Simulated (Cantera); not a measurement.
Cantera run, input and output.

```python
import numpy as np
import cantera as ct

gas = ct.Solution("gri30.yaml")
gas.TPX = 1473, 100000, {'CH2O': 0.03, 'O2': 0.016, 'N2': 1}
inlet = ct.Reservoir(gas, clone=True)

reactor = ct.IdealGasConstPressureReactor(gas, energy="off", clone=False)
exhaust = ct.Reservoir(gas, clone=True)
tau = [6.2, 0.99, 0.16, 0.025, 0.004, 0.00065, 0.0001][0]
for a, b in ((inlet, reactor), (reactor, exhaust)):
    ct.MassFlowController(a, b, mdot=lambda t: reactor.mass / tau)
net = ct.ReactorNet([reactor])
show = ['CH2O', 'O2', 'HCN', 'C2H6', 'H']

rows = []
print(f"{'tau/s':>10s}{'T/K':>9s}" + "".join(f"{s:>11s}" for s in show))
for tau in [6.2, 0.99, 0.16, 0.025, 0.004, 0.00065, 0.0001]:
    net.initial_time = 0.0
    net.advance(30 * tau)
    before = gas.X
    net.advance(40 * tau)
    drift = np.max(np.abs(gas.X - before) / (gas.X + 1e-9))
    rows.append([gas.T, *gas[show].X, drift])
    print(f"{tau:10.3e}{gas.T:9.1f}" + "".join(f"{x:11.3e}" for x in gas[show].X))
```

Output:

```
     tau/s      T/K       CH2O         O2        HCN       C2H6          H
 6.200e+00   1473.0  1.584e-07  3.477e-06  6.558e-10  8.723e-17  1.437e-04
 9.900e-01   1473.0  4.121e-07  9.341e-06  2.856e-09  4.685e-16  3.455e-04
 1.600e-01   1473.0  1.121e-06  2.690e-05  7.166e-09  2.050e-15  7.837e-04
 2.500e-02   1473.0  3.466e-06  8.956e-05  1.007e-08  9.719e-15  1.612e-03
 4.000e-03   1473.0  1.306e-05  3.516e-04  8.961e-09  4.927e-14  2.631e-03
 6.500e-04   1473.0  7.431e-05  1.786e-03  6.819e-09  2.755e-13  2.697e-03
 1.000e-04   1473.0  1.357e-02  1.227e-02  9.205e-12  9.141e-13  3.844e-05
```

Computed with Cantera and GRI-Mech 3.0 (53 species, 325 reactions).
